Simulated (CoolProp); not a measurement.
Vapour-liquid equilibrium of n-decane (1) + n-dodecane (2) at 37.55 °C; x and y are mole fractions of (1).

The numbers come from the multi-fluid Helmholtz-energy mixture model, Lemmon 2006 and Lemmon 2004; pair parameters Bell 2016 in CoolProp.

| x | bubble pressure, mixture model (bar) | bubble pressure, Raoult's law (bar) | y, mixture model | y, Raoult's law |
|---|---|---|---|---|
| 0.05 | 0.0006660 | 0.0006676 | 0.311 | 0.313 |
| 0.125 | 0.0009478 | 0.0009448 | 0.555 | 0.553 |
| 0.2 | (withheld) | 0.001222 | 0.688 | 0.684 |
| 0.275 | 0.001523 | 0.001499 | (withheld) | 0.767 |
| 0.35 | 0.001810 | 0.001776 | 0.828 | 0.823 |
| 0.425 | 0.002095 | 0.002054 | 0.868 | 0.865 |
| 0.5 | 0.002376 | 0.002331 | 0.899 | 0.896 |
| 0.575 | 0.002652 | 0.002608 | 0.923 | 0.921 |
| 0.65 | (withheld) | 0.002885 | 0.942 | 0.941 |
| 0.725 | 0.003194 | 0.003162 | 0.958 | 0.958 |
| 0.8 | 0.003461 | 0.003440 | 0.971 | 0.972 |
| 0.875 | 0.003728 | 0.003717 | 0.983 | 0.984 |
| 0.95 | (withheld) | 0.003994 | 0.994 | 0.994 |

Problem. Some entries are withheld; supply them.

Solution. 
- 0.2, bubble pressure, mixture model (bar): 0.001235
- 0.275, y, mixture model: 0.771
- 0.65, bubble pressure, mixture model (bar): 0.002925
- 0.95, bubble pressure, mixture model (bar): 0.003997

The largest gap from Raoult's law is +2.0 % in bubble pressure, at x = 0.425. No azeotrope shows between x = 0.05 and 0.95.

The pair parameters rest on a limited set of measurements; away from them the model extrapolates.
